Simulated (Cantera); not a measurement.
Charge: 1 mol C2H2, 0.23 mol O2, equilibrated at 17.0 bar.

Method: chemical equilibrium by Gibbs-energy minimisation in Cantera with the NASA 1993 tables (ideal gas, pure condensed phases). Candidate condensed phases: C, C6H6, C7H8, C8H18, H2O; 131 gas species. Ions and electrons are included (thermal ionisation). The numbers say what is thermodynamically allowed, not how fast it happens.

x: gas mole fraction; n: condensed amount in mol.

| T (K) | x H2 | x H | x CO | x C2H2 (acetylene) | x C3 | x C2H | x C | x C2 | x C4H2 | x C5 | n C(graphite) |
|---|---|---|---|---|---|---|---|---|---|---|---|
| 3000 | 0.618 | 0.0301 | 0.310 | 0.0385 | 1.84e-5 | 0.000322 | 2.98e-6 | 1.86e-6 | 0.000998 | 3.36e-7 | [?] |
| 3250 | 0.561 | 0.0583 | 0.306 | 0.0680 | 0.000213 | 0.00169 | 2.67e-5 | 2.27e-5 | 0.00345 | 7.84e-6 | [?] |
| 3500 | 0.479 | 0.0991 | 0.298 | 0.103 | 0.00172 | 0.00670 | 0.000175 | 0.000193 | 0.00918 | 0.000115 | [?] |
| 3750 | 0.375 | 0.149 | 0.284 | 0.131 | 0.0104 | 0.0208 | 0.000886 | 0.00122 | 0.0191 | 0.00116 | [?] |
| 4000 | 0.253 | 0.194 | 0.254 | 0.136 | 0.0495 | 0.0511 | 0.00366 | 0.00608 | 0.0301 | 0.00867 | [?] |
| 4250 | 0.208 | 0.266 | 0.225 | 0.0904 | 0.0805 | 0.0672 | 0.00950 | 0.0139 | 0.0161 | 0.0116 | 0 |
| 4500 | 0.171 | 0.346 | 0.202 | 0.0503 | 0.0922 | 0.0695 | 0.0201 | 0.0237 | 0.00602 | 0.00914 | 0 |
| 4750 | 0.129 | 0.418 | 0.184 | 0.0249 | 0.0921 | 0.0626 | 0.0377 | 0.0351 | 0.00192 | 0.00601 | 0 |
| 5000 | 0.0913 | 0.471 | 0.169 | 0.0112 | 0.0830 | 0.0506 | 0.0642 | 0.0468 | 0.000546 | 0.00347 | 0 |

Q: What belongs in the gaps?

A: 
- 3000, n C(graphite): 1.42
- 3250, n C(graphite): 1.30
- 3500, n C(graphite): 1.12
- 3750, n C(graphite): 0.817
- 4000, n C(graphite): 0.167
